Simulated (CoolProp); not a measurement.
Vapour-liquid equilibrium of hydrogen sulfide (1) + n-pentane (2) at 0.299 MPa; x and y are mole fractions of (1).

Values from CoolProp's multi-fluid Helmholtz-energy mixture model, Lemmon 2006 and Thol 2019; pair parameters Kunz 2012.

```json
[
 {"x": "0.05", "bubble temperature (K)": "319.8", "y at the bubble point": "0.523", "dew temperature at overall composition x (K)": "343.2", "liquid density (mol/L)": "8.542"},
 {"x": "0.2", "bubble temperature (K)": "269.8", "y at the bubble point": "0.938", "dew temperature at overall composition x (K)": "336.8", "liquid density (mol/L)": "10.22"},
 {"x": "0.35", "bubble temperature (K)": "252.1", "y at the bubble point": "0.978", "dew temperature at overall composition x (K)": "329.7", "liquid density (mol/L)": "11.75"},
 {"x": "0.5", "bubble temperature (K)": "245.9", "y at the bubble point": "0.986", "dew temperature at overall composition x (K)": "321.2", "liquid density (mol/L)": "13.50"},
 {"x": "0.65", "bubble temperature (K)": "243.3", "y at the bubble point": "0.989", "dew temperature at overall composition x (K)": "310.6", "liquid density (mol/L)": "15.79"},
 {"x": "0.8", "bubble temperature (K)": "241.1", "y at the bubble point": "0.992", "dew temperature at overall composition x (K)": "295.7", "liquid density (mol/L)": "19.07"},
 {"x": "0.95", "bubble temperature (K)": "238.1", "y at the bubble point": "0.998", "dew temperature at overall composition x (K)": "265.8", "liquid density (mol/L)": "24.19"}
]
```

No azeotrope shows between x = 0.05 and 0.95.

Pair parameters are fitted to limited data, so mixtures are less certain than the pure fluids. The gap from Raoult's law changes sign with composition, which may be real or a fault of the pair parameters; it wasn't checked against measurements. With so large a gap from Raoult's law the liquid may split in two, which this calculation doesn't test in full.
